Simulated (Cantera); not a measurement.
A Cantera script and its output.

```python
import numpy as np
import cantera as ct

gas = ct.Solution("gri30.yaml")
gas.TPX = 625, 1000000, {'CH4': 1, 'O2': 1.82, 'N2': 6.84}
inlet = ct.Reservoir(gas, clone=True)
gas.equilibrate("HP")  # start burning
reactor = ct.IdealGasConstPressureReactor(gas, energy="on", clone=False)
exhaust = ct.Reservoir(gas, clone=True)
tau = [0.092, 0.043, 0.02, 0.0095, 0.0045, 0.0021, 0.00098, 0.00046, 0.00022, 0.0001, 4.7e-05, 2.2e-05, 1e-05][0]
for a, b in ((inlet, reactor), (reactor, exhaust)):
    ct.MassFlowController(a, b, mdot=lambda t: reactor.mass / tau)
net = ct.ReactorNet([reactor])
show = ['CH4', 'O2', 'H', 'CO', 'CH3']

rows = []
print(f"{'tau/s':>10s}{'T/K':>9s}" + "".join(f"{s:>11s}" for s in show))
for tau in [0.092, 0.043, 0.02, 0.0095, 0.0045, 0.0021, 0.00098, 0.00046, 0.00022, 0.0001, 4.7e-05, 2.2e-05, 1e-05]:
    net.initial_time = 0.0
    net.advance(30 * tau)
    before = gas.X
    net.advance(40 * tau)
    drift = np.max(np.abs(gas.X - before) / (gas.X + 1e-9))
    rows.append([gas.T, *gas[show].X, drift])
    print(f"{tau:10.3e}{gas.T:9.1f}" + "".join(f"{x:11.3e}" for x in gas[show].X))
```

Result:

```
     tau/s      T/K        CH4         O2          H         CO        CH3
 9.200e-02   2439.6  1.084e-06  5.502e-04  6.774e-04  2.756e-02  6.631e-07
 4.300e-02   2439.0  2.242e-06  5.871e-04  6.927e-04  2.760e-02  1.379e-06
 2.000e-02   2437.6  4.520e-06  6.614e-04  7.231e-04  2.768e-02  2.808e-06
 9.500e-03   2434.9  8.561e-06  7.979e-04  7.776e-04  2.783e-02  5.396e-06
 4.500e-03   2429.9  1.544e-05  1.040e-03  8.705e-04  2.814e-02  9.909e-06
 2.100e-03   2421.4  2.683e-05  1.454e-03  1.021e-03  2.867e-02  1.751e-05
 9.800e-04   2408.3  4.517e-05  2.108e-03  1.245e-03  2.951e-02  2.969e-05
 4.600e-04   2389.5  7.507e-05  3.086e-03  1.563e-03  3.074e-02  4.893e-05
 2.200e-04   2364.2  1.246e-04  4.461e-03  1.984e-03  3.243e-02  7.910e-05
 1.000e-04   2328.0  2.220e-04  6.566e-03  2.563e-03  3.489e-02  1.340e-04
 4.700e-05   2281.9  4.131e-04  9.542e-03  3.185e-03  3.818e-02  2.319e-04
 2.200e-05   2216.4  9.043e-04  1.465e-02  3.575e-03  4.331e-02  4.542e-04
 1.000e-05    625.0  1.035e-01  1.884e-01  7.564e-28 -1.569e-16  5.668e-17
```

Model: GRI-Mech 3.0 (53 species, 325 reactions), integrated in Cantera.
